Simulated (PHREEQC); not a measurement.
Solution A (0.0014 mol PbCl2 per kg of water) is mixed with solution B (0.0062 mol/kgw ZnCl2 and 0.028 mol/kgw FeSO4) at 10 °C; shares are by mass of water, 1 kg in all. No oxygen is let in. CO2 from the air is kept out. Precipitation was switched off in this run.

Computed with PHREEQC (ion-association model, wateq4f.dat).

| share of solution B | pH | Pb+2 (mol/kgw) | Fe+2 (mol/kgw) | SO4-2 (mol/kgw) | Zn+2 (mol/kgw) | ZnSO4 (mol/kgw) | PbSO4 (mol/kgw) |
|---|---|---|---|---|---|---|---|
| 0 | 5.34 | 0.00132 | 0 | 0 | 0 | 0 | 0 |
| 0.1 | [?] | 0.000823 | 0.00251 | 0.00204 | 0.000525 | 9.12e-5 | 0.000377 |
| 0.2 | [?] | 0.000618 | 0.00474 | 0.00401 | 0.000961 | 0.000266 | 0.000446 |
| 0.3 | [?] | 0.000486 | 0.00684 | 0.00588 | 0.00136 | 0.000472 | 0.000439 |
| 0.4 | 5.72 | 0.000386 | 0.00886 | 0.00767 | 0.00173 | 0.000696 | 0.000401 |
| 0.5 | 5.77 | 0.000303 | 0.0108 | 0.00941 | 0.00208 | 0.000930 | 0.000348 |
| 0.6 | [?] | 0.000231 | 0.0128 | 0.0111 | 0.00241 | 0.00117 | 0.000286 |
| 0.7 | [?] | 0.000167 | 0.0147 | 0.0127 | 0.00274 | 0.00141 | 0.000219 |
| 0.8 | 5.89 | 0.000107 | 0.0165 | 0.0143 | 0.00305 | 0.00166 | 0.000148 |
| 0.9 | [?] | 5.20e-5 | 0.0184 | 0.0159 | 0.00336 | 0.00191 | 7.48e-5 |
| 1 | 5.97 | 0 | 0.0202 | 0.0175 | 0.00366 | 0.00216 | 0 |

Problem. Complete the blanks.

Solution. 
- 0.1, pH: 5.50
- 0.2, pH: 5.59
- 0.3, pH: 5.66
- 0.6, pH: 5.81
- 0.7, pH: 5.85
- 0.9, pH: 5.93

Along this series the solution becomes supersaturated in solids that the run did not let form, among them Anglesite, Larnakite. Species that the database lacks are ignored. Constants without temperature data keep their 25 °C values here.
